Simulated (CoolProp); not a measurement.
Saturation properties of carbon monoxide (Tc = 132.9 K, pc = 3.498 MPa, ω = 0.050).

Model: reference Helmholtz-energy equation of state, Lemmon 2006, in CoolProp. It is a short technical equation, of lower accuracy than the large ones.

```json
[
 {"T (K)": "74.4", "p (MPa)": "0.04067", "liquid density (kg/m³)": "824.0", "liquid cp (kJ/(kg K))": "2.140"},
 {"T (K)": "79.9", "p (MPa)": "0.08275", "liquid density (kg/m³)": "800.8", "liquid cp (kJ/(kg K))": "2.142"},
 {"T (K)": "85.4", "p (MPa)": "0.1523", "liquid density (kg/m³)": "776.5", "liquid cp (kJ/(kg K))": "2.160"},
 {"T (K)": "90.9", "p (MPa)": "0.2589", "liquid density (kg/m³)": "751.1", "liquid cp (kJ/(kg K))": "2.195"},
 {"T (K)": "96.4", "p (MPa)": "0.4129", "liquid density (kg/m³)": "724.1", "liquid cp (kJ/(kg K))": "2.253"},
 {"T (K)": "101.9", "p (MPa)": "0.6249", "liquid density (kg/m³)": "695.1", "liquid cp (kJ/(kg K))": "2.340"},
 {"T (K)": "107.4", "p (MPa)": "0.9062", "liquid density (kg/m³)": "663.5", "liquid cp (kJ/(kg K))": "2.472"},
 {"T (K)": "113", "p (MPa)": "1.276", "liquid density (kg/m³)": "627.7", "liquid cp (kJ/(kg K))": "2.685"},
 {"T (K)": "118.5", "p (MPa)": "1.734", "liquid density (kg/m³)": "587.0", "liquid cp (kJ/(kg K))": "3.051"}
]
```

It boils at 81.6 K under 1 atm.
